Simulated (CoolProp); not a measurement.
Aqueous potassium carbonate as a coolant, 19 % by mass, freezing at -8.1 °C, 1 atm.

Computed with CoolProp (Melinder's fits for secondary coolants).

| T (°C) | conductivity (W/(m K)) | cp (kJ/(kg K)) | density (kg/m³) | Prandtl number |
|---|---|---|---|---|
| -1.7 | 0.544 | 3.313 | 1188 | 17.3 |
| 4.1 | 0.553 | 3.322 | 1186 | 14.5 |
| 9.9 | 0.563 | 3.331 | 1184 | 12.3 |
| 15.6 | 0.572 | 3.340 | 1182 | 10.6 |
| 21.4 | 0.582 | 3.349 | 1179 | 9.27 |
| 27.2 | 0.592 | 3.358 | 1177 | 8.13 |
| 33 | 0.602 | 3.366 | 1174 | 7.18 |
